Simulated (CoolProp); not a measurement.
Vapour-liquid equilibrium of R22 (1) + R123 (2) at 329.9 K; x and y are mole fractions of (1).

Computed with CoolProp (multi-fluid Helmholtz-energy mixture model, Kamei 1995 and Younglove 1994; pair parameters Bell 2016).

```json
[
 {"x": "0.05", "bubble pressure, mixture model (kPa)": "338.8", "bubble pressure, Raoult's law (kPa)": "360.2", "y, mixture model": "___", "y, Raoult's law": "0.314"},
 {"x": "0.2", "bubble pressure, mixture model (kPa)": "596.4", "bubble pressure, Raoult's law (kPa)": "660.4", "y, mixture model": "0.615", "y, Raoult's law": "0.685"},
 {"x": "0.35", "bubble pressure, mixture model (kPa)": "875.3", "bubble pressure, Raoult's law (kPa)": "960.5", "y, mixture model": "___", "y, Raoult's law": "0.824"},
 {"x": "0.5", "bubble pressure, mixture model (kPa)": "___", "bubble pressure, Raoult's law (kPa)": "1261", "y, mixture model": "0.853", "y, Raoult's law": "0.897"},
 {"x": "0.65", "bubble pressure, mixture model (kPa)": "1465", "bubble pressure, Raoult's law (kPa)": "1561", "y, mixture model": "0.908", "y, Raoult's law": "0.942"},
 {"x": "0.8", "bubble pressure, mixture model (kPa)": "1781", "bubble pressure, Raoult's law (kPa)": "1861", "y, mixture model": "0.950", "y, Raoult's law": "0.972"},
 {"x": "0.95", "bubble pressure, mixture model (kPa)": "___", "bubble pressure, Raoult's law (kPa)": "2161", "y, mixture model": "0.987", "y, Raoult's law": "0.994"}
]
```

Problem. Fill in the missing entries.

Solution. 
- 0.05, y, mixture model: 0.251
- 0.35, y, mixture model: 0.769
- 0.5, bubble pressure, mixture model (kPa): 1166
- 0.95, bubble pressure, mixture model (kPa): 2131

The largest gap from Raoult's law is -9.7 % in bubble pressure, at x = 0.2. No azeotrope shows between x = 0.05 and 0.95.

The pair parameters rest on a limited set of measurements; away from them the model extrapolates.
